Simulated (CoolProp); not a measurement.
Model: reference Helmholtz-energy equation of state, Lemmon and Jacobsen 2000, in CoolProp.

Question: Give the vapour pressure (MPa), liquid density (kg/m³), enthalpy of vaporisation (kJ/kg), liquid cp (kJ/(kg K)) of saturated R143a at 303.6 K.

Answer: 
```tsv
T (K)	p (MPa)	liquid density (kg/m³)	enthalpy of vaporisation (kJ/kg)	liquid cp (kJ/(kg K))
303.6	1.45	906	152	1.73
```
